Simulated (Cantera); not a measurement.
Feed: 1 mol Si, 15 mol HBr, 9 mol N₂, at 1075 K and 10000 Pa.

Method: chemical equilibrium by Gibbs-energy minimisation in Cantera with the NASA 1993 tables (ideal gas, pure condensed phases). The tables' values for SiBr₃ are old estimates; treat these amounts as uncertain. Rates play no part.

```csv
species,before,after
HBr,0.478,0.490
N₂,0.391,0.383
H₂,0.0869,0.0742
SiBr₄,0.0434,0.0244
SiBr₂,4.89e-6,0.0137
Br,7.08e-5,0.0101
H,1.37e-8,1.52e-5
SiBr₃,3.84e-5,0.00421
Br₂,2.94e-6,0.000113
SiHBr₃,5.76e-5,0.000240
```
Gas species are given as mole fractions.

Task: What was changed between the two runs?
(A) pressure from 10000 Pa to 11.0 Pa
(B) pressure from 10000 Pa to 19.0 Pa
(C) temperature from 1075 K to 1500 K
(D) pressure from 10000 Pa to 133 Pa

Result: C, temperature from 1075 K to 1500 K
